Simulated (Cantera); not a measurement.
## Si3N4 + F2 + H2 (nitride etching)

Input: 1 mol Si3N4, 9 mol F2, 20 mol H2, held at 1.33 mbar.

Method: chemical equilibrium by Gibbs-energy minimisation in Cantera with the NASA 1993 tables (ideal gas, pure condensed phases). Candidate condensed phases: Si, Si3N4; 37 gas species. The tables' values for SiF3, SiF2 are old estimates; treat these amounts as uncertain. Kinetics and transport are ignored.

From 1175 K to 1625 K nothing is condensed. The main Si-bearing gas is SiF4 throughout.

| T (K) | x H2 | x HF | x SiF4 | x N2 | x SiF3 |
|---|---|---|---|---|---|
| 1175 | 0.607 | 0.214 | 0.107 | 0.0714 | 1.33e-5 |
| 1225 | 0.607 | 0.214 | 0.107 | 0.0714 | 3.79e-5 |
| 1275 | 0.607 | 0.214 | 0.107 | 0.0714 | 9.97e-5 |
| 1325 | 0.607 | 0.215 | 0.107 | 0.0714 | 0.000243 |
| 1375 | 0.607 | 0.215 | 0.106 | 0.0714 | 0.000553 |
| 1425 | 0.606 | 0.215 | 0.106 | 0.0714 | 0.00118 |
| 1475 | 0.605 | 0.217 | 0.104 | 0.0713 | 0.00237 |
| 1525 | 0.603 | 0.219 | 0.102 | 0.0712 | 0.00446 |
| 1575 | 0.599 | 0.222 | 0.0983 | 0.0711 | 0.00785 |
| 1625 | 0.594 | 0.227 | 0.0923 | 0.0709 | 0.0129 |
x: gas mole fraction; nothing condenses.
